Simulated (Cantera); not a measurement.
## Pyrogenic steam for wet oxidation

A perfectly stirred reactor is fed with H2 : O2 : N2 = 1.4 : 1 : 1.5 (molar parts), equivalence ratio 0.70, at 56000 Pa; it is held at 1225 K, and followed from long to short residence time.

Computed with Cantera and the H2/O2 subset of GRI-Mech 3.0, which has no nitrogen chemistry. The temperature is held fixed by assumption; the heat of reaction is taken as removed at once.

| τ (s) | x H2 | x O2 | x O | x OH | x H2O2 | x HO2 | x H2O |
|---|---|---|---|---|---|---|---|
| 2.9 | 0.000129 | 0.0938 | 5.17e-6 | 0.000121 | 4.18e-7 | 4.79e-6 | 0.437 |
| 1.4 | 0.000212 | 0.0938 | 8.80e-6 | 0.000152 | 6.16e-7 | 7.59e-6 | 0.437 |
| 0.65 | 0.000355 | 0.0938 | 1.55e-5 | 0.000194 | 9.25e-7 | 1.21e-5 | 0.437 |
| 0.31 | 0.000582 | 0.0939 | 2.71e-5 | 0.000248 | 1.36e-6 | 1.83e-5 | 0.437 |
| 0.15 | 0.000935 | 0.0940 | 4.69e-5 | 0.000317 | 1.97e-6 | 2.64e-5 | 0.436 |
| 0.069 | 0.00153 | 0.0943 | 8.41e-5 | 0.000419 | 2.84e-6 | 3.72e-5 | 0.435 |
| 0.033 | 0.00241 | 0.0946 | 0.000145 | 0.000552 | 3.86e-6 | 4.91e-5 | 0.434 |
| 0.016 | 0.00372 | 0.0951 | 0.000245 | 0.000729 | 5.02e-6 | 6.15e-5 | 0.432 |
| 0.0073 | 0.00588 | 0.0959 | 0.000424 | 0.000993 | 6.40e-6 | 7.48e-5 | 0.429 |
| 0.0035 | 0.00893 | 0.0971 | 0.000696 | 0.00133 | 7.77e-6 | 8.64e-5 | 0.425 |
x: mole fraction; the columns are a selection and need not sum to one.
